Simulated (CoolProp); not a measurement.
Vapour pressure (MPa) of n-pentane: the reference equation beside estimates from Tc = 196.5 °C, pc = 3.368 MPa, ω = 0.251.

Model: reference Helmholtz-energy equation of state, Thol 2019, in CoolProp.

| T (°C) | reference | Lee-Kesler | Soave-Redlich-Kwong |
|---|---|---|---|
| 65.05 | 0.2476 | 0.2483 | 0.2481 |
| 70.15 | 0.2847 | 0.2858 | 0.2857 |
| 75.35 | 0.3267 | 0.3283 | 0.3284 |
| 80.55 | 0.3733 | 0.3754 | 0.3757 |
| 85.75 | 0.4248 | 0.4273 | 0.4280 |
| 90.85 | 0.4802 | 0.4832 | 0.4844 |
| 96.05 | 0.5421 | 0.5456 | 0.5475 |
| 101.25 | 0.6099 | 0.6138 | 0.6166 |
| 106.45 | 0.6837 | 0.6880 | 0.6919 |
| 111.65 | 0.7640 | 0.7687 | 0.7739 |
| 116.75 | 0.8494 | 0.8544 | 0.8611 |

Absolute difference from the reference over all 11 rows, mean and median: Lee-Kesler 0.6 and 0.6 %, Soave-Redlich-Kwong 0.8 and 0.9 %.
